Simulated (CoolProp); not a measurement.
Aqueous potassium carbonate as a coolant, 6 % by mass, freezing at -2.0 °C, 1 atm.

Computed with CoolProp (Melinder's fits for secondary coolants).

| T (°C) | conductivity (W/(m K)) | viscosity (mPa s) | density (kg/m³) | cp (kJ/(kg K)) |
|---|---|---|---|---|
| 0.8 | 0.561 | 1.93 | 1058 | … |
| 5.7 | 0.569 | 1.66 | … | 3.842 |
| 10.6 | 0.577 | 1.45 | … | 3.847 |
| 15.5 | 0.585 | … | 1055 | 3.854 |
| 20.5 | 0.594 | 1.13 | … | … |
| 25.4 | 0.602 | 1.01 | 1051 | 3.868 |
| 30.3 | … | … | 1050 | 3.876 |

### Question
Complete the blanks.

### Answer

- 0.8, cp (kJ/(kg K)): 3.837
- 5.7, density (kg/m³): 1057
- 10.6, density (kg/m³): 1056
- 15.5, viscosity (mPa s): 1.27
- 20.5, density (kg/m³): 1053
- 20.5, cp (kJ/(kg K)): 3.861
- 30.3, conductivity (W/(m K)): 0.610
- 30.3, viscosity (mPa s): 0.914
